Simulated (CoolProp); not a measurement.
Properties of R1132(E) at several states (Tc = 75.7 °C, pc = 5.174 MPa, ω = 0.245).

Computed with CoolProp (reference Helmholtz-energy equation of state, Akasaka 2024).

```json
[
 {"T (°C)": "69.95", "p (MPa)": "0.0817", "phase": "gas", "cv (kJ/(kg K))": "0.8888", "speed of sound (m/s)": "225.0"},
 {"T (°C)": "66.65", "p (MPa)": "0.037", "phase": "gas", "cv (kJ/(kg K))": "0.8823", "speed of sound (m/s)": "224.6"},
 {"T (°C)": "55.15", "p (MPa)": "6.5", "phase": "liquid", "cv (kJ/(kg K))": "1.093", "speed of sound (m/s)": "394.1"},
 {"T (°C)": "60.35", "p (MPa)": "6.5", "phase": "liquid", "cv (kJ/(kg K))": "1.098", "speed of sound (m/s)": "362.6"},
 {"T (°C)": "69.75", "p (MPa)": "4.82", "phase": "liquid", "cv (kJ/(kg K))": "1.141", "speed of sound (m/s)": "225.3"},
 {"T (°C)": "104.15", "p (MPa)": "0.762", "phase": "gas", "cv (kJ/(kg K))": "0.9551", "speed of sound (m/s)": "229.4"}
]
```
